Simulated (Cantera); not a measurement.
A diamond (100) surface in a fixed gas of H2 with x(CH4) = 0.003, x(H) = 0.0046, x(CH3) = 0.00033, at 1200 K; coverages are run to steady state.

Computed with Cantera and the Harris–Goodwin 1993 mechanism for the reconstructed diamond (100) surface.

One state of this run: growth (µm/h) = 1.46; θ c6HH = 0.441; θ c6H* = 0.0381; θ c6*H = 0.487; θ c6** = 0.0285; θ c6HM = 0.00238. θ: site fractions in the mechanism's names (c6HH fully hydrogenated, c6H* and c6*H radical sites, c6** diradical, c6HM methylated).

Problem. Which value of P (Pa) does it belong to?
(A) 23000
(B) 2200
(C) 3900
(D) 13000

Solution. B, 2200
